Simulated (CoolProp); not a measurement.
The numbers come from the reference Helmholtz-energy equation of state, Thol 2016 in CoolProp.

For R1234ze(E), give the phase and the cv (kJ/(kg K)), Joule-Thomson coefficient (K/MPa) at 146.85 °C and 0.108 MPa; 146.85 °C and 15 MPa.


- 146.85 °C and 0.108 MPa: gas; cv 0.984, Joule-Thomson coefficient 7.24
- 146.85 °C and 15 MPa: supercritical; cv 1.06, Joule-Thomson coefficient 0.621
